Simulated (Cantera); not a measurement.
Input (Python, Cantera) and output of one run.

```python
import numpy as np
import cantera as ct

gas_names = """
    N
""".split()
cond_names = """
    V(cr) V(L) VN(s)
""".split()


def load(file, names, dense=False):
    # The tables refer to 1 bar. Condensed volumes are neglected.
    table = {s.name: s for s in ct.Species.list_from_file(file)}
    out = []
    for n in names:
        d = dict(table[n].input_data)
        d["thermo"] = dict(d["thermo"], **{"reference-pressure": 1e5})
        if dense:
            d["equation-of-state"] = {"model": "constant-volume", "density": "1e6 g/cm^3"}
        out.append(ct.Species.from_dict(d))
    return out


species = {s.name: s for s in load("nasa_gas.yaml", gas_names) + load("nasa_condensed.yaml", cond_names)}
# Each term lists the table entries of one substance; the one whose range holds T is used.
reactions = {
    'V + N(g) = VN':
        [(-1, ['V(cr)', 'V(L)']), (-1, ['N']), (1, ['VN(s)'])],
}


def pick(names, T):
    return next(species[n] for n in names if species[n].thermo.min_temp <= T <= species[n].thermo.max_temp)


results = []
for label, terms in reactions.items():
    print(label)
    print("     T/K   dH/kJ  dS/(J/K)   dG/kJ   log10 K")
    for T in [1073, 1123, 1173, 1223, 1273, 1323, 1373, 1423]:
        used = [(nu, pick(names, T)) for nu, names in terms]
        dH = sum(nu * s.thermo.h(T) for nu, s in used) / 1e6
        dS = sum(nu * s.thermo.s(T) for nu, s in used) / 1e3
        dG = dH - T * dS / 1e3
        logK = -dG * 1e6 / (ct.gas_constant * T * np.log(10))
        results.append((label, T, dH, dS, dG, logK, [s.name for _, s in used]))
        print(f"{T:8g} {dH:8.1f} {dS:8.1f} {dG:8.1f} {logK:8.2f}")
```

It prints:

```
V + N(g) = VN
     T/K   dH/kJ  dS/(J/K)   dG/kJ   log10 K
    1073   -689.9   -146.4   -532.8    25.94
    1123   -689.7   -146.3   -525.5    24.44
    1173   -689.6   -146.1   -518.2    23.07
    1223   -689.4   -146.0   -510.9    21.82
    1273   -689.2   -145.8   -503.6    20.66
    1323   -689.0   -145.7   -496.3    19.59
    1373   -688.9   -145.6   -489.0    18.60
    1423   -688.7   -145.5   -481.7    17.68
```

Source: NASA polynomial tables (part measured, part estimated), evaluated in Cantera. VN: taken at fixed stoichiometry. Condensed species are held in their standard states even where they would react or evaporate.
